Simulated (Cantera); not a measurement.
Feed: 1 mol Si, 1.5 mol Cl2, 10 mol H2, held at 460000 Pa.

These are equilibrium values from Cantera (NASA tables, ideal gas, pure condensed phases), not measurements of a reactor. Candidate condensed phases: Si; 19 gas species. The tables' values for SiCl3 are old estimates; treat these amounts as uncertain. Rates play no part. All values below are at 798 K.

Base state: H2 0.916, SiHCl3 0.0420, SiCl4 0.0370, SiH2Cl2 0.00383, HCl 0.000713, SiH3Cl 8.03e-5, SiCl3 1.36e-5 (mole fractions); condensed: Si(s).

What changes in the equilibrium state with this change: H2 from 10 to 1.7 mol?


```csv
species,before,after
H2,0.916,0.646
SiCl4,0.0370,0.215
SiHCl3,0.0420,0.132
SiCl3,1.36e-5,5.08e-5
SiH2Cl2,0.00383,0.00649
HCl,0.000713,0.000929
SiH3Cl,8.03e-5,7.37e-5
"Si(s), mol",0.120,0.165
```
